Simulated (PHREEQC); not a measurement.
Dissolve 0.21 mol KHSO4 per kg of water at 25 °C. Closed to the air; pH follows from the charge balance.

The numbers come from PHREEQC with the ion-association model, wateq4f.dat.

Each row changes one thing in this solution. Precipitation was switched off in this run.

```json
[
 {"case": "as made", "pH": "1.20", "ionic strength (mol/kgw)": "0.333", "K+ (mol/kgw)": "0.191"},
 {"case": "KHSO4 replaced by K3PO4 at the same molality", "pH": "12.22", "ionic strength (mol/kgw)": "1.19", "K+ (mol/kgw)": "0.626"},
 {"case": "temperature from 25 to 40 °C", "pH": "1.25", "ionic strength (mol/kgw)": "(withheld)", "K+ (mol/kgw)": "0.190"},
 {"case": "temperature from 25 to 5 °C", "pH": "1.15", "ionic strength (mol/kgw)": "0.359", "K+ (mol/kgw)": "0.194"},
 {"case": "KHSO4 from 0.21 to 0.315 mol/kgw", "pH": "1.07", "ionic strength (mol/kgw)": "(withheld)", "K+ (mol/kgw)": "(withheld)"},
 {"case": "diluted 5-fold with water", "pH": "1.72", "ionic strength (mol/kgw)": "0.0833", "K+ (mol/kgw)": "0.0398"},
 {"case": "KHSO4 from 0.21 to 0.105 mol/kgw", "pH": "1.43", "ionic strength (mol/kgw)": "(withheld)", "K+ (mol/kgw)": "0.0973"},
 {"case": "0.013 mol/kgw NaHCO3 added", "pH": "1.25", "ionic strength (mol/kgw)": "0.341", "K+ (mol/kgw)": "0.190"}
]
```

**Question.** Some entries are withheld; supply them.

**Answer.** 
- temperature from 25 to 40 °C, ionic strength (mol/kgw): 0.314
- KHSO4 from 0.21 to 0.315 mol/kgw, ionic strength (mol/kgw): 0.474
- KHSO4 from 0.21 to 0.315 mol/kgw, K+ (mol/kgw): 0.284
- KHSO4 from 0.21 to 0.105 mol/kgw, ionic strength (mol/kgw): 0.183

The ionic strength passes 0.7 mol/kgw, the rough limit of the ion-association models, in KHSO4 replaced by K3PO4 at the same molality. At this temperature some constants are extrapolated from 25 °C, and those without enthalpy data are left unchanged.
